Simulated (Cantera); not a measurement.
Input: 1 mol HF, 0.11 mol SO₂, 0.12 mol H₂, at 2048.15 K and 53000 Pa.

These are equilibrium values from Cantera (NASA tables, ideal gas, pure condensed phases), not measurements of a reactor. Candidate condensed phases: H₂O, H₂SO₄, S; 43 gas species. The numbers say what is thermodynamically allowed, not how fast it happens.

Base state: HF 0.825, H₂O 0.0706, SO₂ 0.0501, H₂ 0.0262, S₂ 0.0132, SO 0.0103, SH 0.00148, H₂S 0.00114 (mole fractions); condensed: gas only.

Q: What changes in the equilibrium state with this change: H₂ from 0.12 to 1.9 mol?

A: 
```
species    before     after
-------  --------  --------
H₂         0.0262     0.552
HF          0.825     0.341
H₂O        0.0706    0.0744
SO₂        0.0501   9.15e-5
SO         0.0103  0.000375
H₂S       0.00114    0.0175
S₂         0.0132   0.00703
S₂O      0.000340   9.06e-6
H        0.000499   0.00229
OH       0.000146   3.36e-5
SH        0.00148   0.00494
```
